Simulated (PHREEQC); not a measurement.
Dissolve 0.0042 mol/kgw ZnSO4 and 0.002 mol/kgw HCl at 25 °C. Closed to the air; pH follows from the charge balance.

Equilibrium calculation in PHREEQC: ion-association model, phreeqc.dat.

Precipitation was switched off in this run.

Problem. What pH, ionic strength, specific conductance does the model give?

Solution. pH 2.82; ionic strength 0.0145 mol/kgw; specific conductance 1400 µS/cm.

Problem. In which forms is Zn present?

Solution. Zn+2 78 %, ZnSO4 21 %, Zn(SO4)2-2 0.5 % of the Zn.
